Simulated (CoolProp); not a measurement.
Vapour-liquid equilibrium of acetone (1) + n-heptane (2) at 404.5 K; x and y are mole fractions of (1).

Computed with CoolProp (multi-fluid Helmholtz-energy mixture model, Lemmon 2006 and Span 2003; pair parameters Bell 2016).

Task: Give the bubble pressure and the first vapour's composition at x = 0.35, 0.65, 0.8. Is there an azeotrope?

Result: x = 0.35: 590.1 kPa, y = 0.660; x = 0.65: 713.5 kPa, y = 0.791; x = 0.8: 753.1 kPa, y = 0.857. No azeotrope shows between x = 0.05 and 0.95.

Pair parameters are fitted to limited data, so mixtures are less certain than the pure fluids.
